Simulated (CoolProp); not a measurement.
Vapour pressure (MPa) of oxygen: the reference equation beside estimates from Tc = -118.6 °C, pc = 5.046 MPa, ω = 0.022. Clausius-Clapeyron is anchored at -160.45 °C with a constant enthalpy of vaporisation of 5.943 kJ/mol.

Model: reference Helmholtz-energy equation of state, Schmidt 1985, in CoolProp.

```csv
T (°C),reference,Lee-Kesler,Clausius-Clapeyron,Redlich-Kwong,Soave-Redlich-Kwong,Peng-Robinson
-171.75,0.2852,0.2843,0.3214,0.2484,0.2831,0.2870
-166.05,0.4425,0.4422,0.4677,0.4039,0.4418,0.4446
-160.45,0.6517,0.6521,0.6517,0.6158,0.6537,[?]
-154.75,0.9306,0.9314,0.8843,0.9024,0.9372,0.9345
-149.05,1.287,1.287,1.167,1.271,1.300,1.293
-143.45,1.723,1.722,1.496,1.724,1.744,1.733
-137.75,[?],2.264,1.887,[?],2.297,2.281
-132.05,2.924,2.920,[?],[?],[?],2.944
```

Problem. Complete the blanks.

Solution. 
- -160.45, Peng-Robinson: 0.6544
- -137.75, reference: 2.267
- -137.75, Redlich-Kwong: 2.286
- -132.05, Clausius-Clapeyron: 2.336
- -132.05, Redlich-Kwong: 2.959
- -132.05, Soave-Redlich-Kwong: 2.961

Absolute difference from the reference over all 8 rows, mean and median: Lee-Kesler 0.1 and 0.1 %, Clausius-Clapeyron 10.3 and 11.0 %, Redlich-Kwong 4.2 and 2.1 %, Soave-Redlich-Kwong 0.8 and 0.9 %, Peng-Robinson 0.5 and 0.5 %.
